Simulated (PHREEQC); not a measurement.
Consider water at 25 °C with 0.079 mol NaHSO4 per kg of water. Closed to the air; pH follows from the charge balance.

Model: ion-association model, wateq4f.dat, run in PHREEQC.

This is a speciation only: nothing precipitates in the calculation.

Question: Predict the pH, ionic strength.

Answer: pH 1.52; ionic strength 0.145 mol/kgw.

Question: In which forms is Na present?

Answer: Na+ 95 %, NaSO4- 5.1 % of the Na.
